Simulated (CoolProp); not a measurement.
A single-stage vapour-compression cycle with propane: evaporating at 259.15 K (dew point), condensing at 296.15 K (bubble point), superheat 10 K, subcooling 5 K, compressor efficiency 0.75, no pressure losses. Each further row changes one setting.

Values from CoolProp's reference Helmholtz-energy equation of state, Lemmon 2009.

| case | cooling COP | pressure ratio | discharge temperature (K) | refrigerating effect (kJ/kg) | volumetric capacity (kJ/m³) |
|---|---|---|---|---|---|
| as stated | (withheld) | 3.00 | 320.6 | 329 | 2110 |
| evaporating temperature 264.15 K | 5.51 | (withheld) | 318.2 | (withheld) | 2510 |
| condensing temperature 291.15 K | 5.43 | (withheld) | (withheld) | 342 | 2190 |
| subcooling 10 K | 4.77 | 3.00 | 320.6 | 342 | 2190 |
| superheat 20 K | (withheld) | 3.00 | 330.7 | 346 | 2110 |
| compressor efficiency 0.65 | 3.97 | 3.00 | 326.2 | 329 | 2110 |

Q: Fill in the missing entries.

A: 
- as stated, cooling COP: 4.58
- evaporating temperature 264.15 K, pressure ratio: 2.53
- evaporating temperature 264.15 K, refrigerating effect (kJ/kg): 335
- condensing temperature 291.15 K, pressure ratio: 2.63
- condensing temperature 291.15 K, discharge temperature (K): 314.3
- superheat 20 K, cooling COP: 4.60
